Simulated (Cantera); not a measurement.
Input: 1 mol borazine, 12 mol N2, equilibrated at 998.15 K and 9600 Pa.

Equilibrium computed with Cantera from the NASA thermochemical tables; the gas is ideal and each condensed phase is pure. Candidate condensed phases: B, BN; 15 gas species. The feed counts by its element totals alone. Rates play no part.

Base state: N2 0.800, H2 0.200 (mole fractions); condensed: BN(s).

Task: What changes in the equilibrium state with this change: borazine replaced by BF3?

Result: 
```json
[
 {"species": "N2", "before": "0.800", "after": "0.923"},
 {"species": "BF3", "before": "0", "after": "0.0769"},
 {"species": "H2", "before": "0.200", "after": "0"},
 {"species": "BN(s), mol", "before": "3.00", "after": "0"}
]
```

Task: What changes in the equilibrium state with this change: borazine replaced by BCl3?

Result: 
```tsv
species	before	after
N2	0.800	0.923
BCl3	0	0.0769
H2	0.200	0
BN(s), mol	3.00	0
```
N2 is the only nitrogen source here; it is nearly inert below about 1500 K, so the nitride shown seldom forms there in practice.
